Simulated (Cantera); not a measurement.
Cantera run, input and output.

```python
import numpy as np
import cantera as ct

gas = ct.Solution("gri30.yaml")
gas.TPX = 525, 150000, {'CH4': 1, 'C2H6': 0.095, 'O2': 3.24, 'N2': 12.2, 'H2': 0.2}
inlet = ct.Reservoir(gas, clone=True)
gas.equilibrate("HP")  # start burning
reactor = ct.IdealGasConstPressureReactor(gas, energy="on", clone=False)
exhaust = ct.Reservoir(gas, clone=True)
tau = [0.35, 0.11, 0.036, 0.012, 0.0037, 0.0012, 0.00039, 0.00012, 4e-05, 1.3e-05, 4.2e-06][0]
for a, b in ((inlet, reactor), (reactor, exhaust)):
    ct.MassFlowController(a, b, mdot=lambda t: reactor.mass / tau)
net = ct.ReactorNet([reactor])
show = ['CH4', 'C2H6', 'O2', 'NO', 'HO2']

rows = []
print(f"{'tau/s':>10s}{'T/K':>9s}" + "".join(f"{s:>11s}" for s in show))
for tau in [0.35, 0.11, 0.036, 0.012, 0.0037, 0.0012, 0.00039, 0.00012, 4e-05, 1.3e-05, 4.2e-06]:
    net.initial_time = 0.0
    net.advance(30 * tau)
    before = gas.X
    net.advance(40 * tau)
    drift = np.max(np.abs(gas.X - before) / (gas.X + 1e-9))
    rows.append([gas.T, *gas[show].X, drift])
    print(f"{tau:10.3e}{gas.T:9.1f}" + "".join(f"{x:11.3e}" for x in gas[show].X))
```

It prints:

```
     tau/s      T/K        CH4       C2H6         O2         NO        HO2
 3.500e-01   2095.0  8.157e-07  1.104e-08  4.751e-02  1.346e-03  1.841e-06
 1.100e-01   2094.2  2.378e-06  3.367e-08  4.791e-02  6.100e-04  1.938e-06
 3.600e-02   2088.9  6.090e-06  9.485e-08  4.819e-02  2.930e-04  2.179e-06
 1.200e-02   2075.5  1.370e-05  2.456e-07  4.856e-02  1.644e-04  2.836e-06
 3.700e-03   2046.8  3.048e-05  6.340e-07  4.937e-02  9.755e-05  4.598e-06
 1.200e-03   1999.5  6.635e-05  1.522e-06  5.087e-02  6.033e-05  8.196e-06
 3.900e-04   1928.1  1.563e-04  3.750e-06  5.353e-02  3.769e-05  1.492e-05
 1.200e-04   1822.0  4.678e-04  1.123e-05  5.897e-02  2.046e-05  2.861e-05
 4.000e-05    525.0  5.976e-02  5.677e-03  1.936e-01  5.520e-20  4.040e-18
 1.300e-05    525.0  5.976e-02  5.677e-03  1.936e-01  8.162e-24  2.922e-21
 4.200e-06    525.0  5.976e-02  5.677e-03  1.936e-01  5.156e-25  8.796e-22
```

Model: GRI-Mech 3.0 (53 species, 325 reactions), integrated in Cantera.
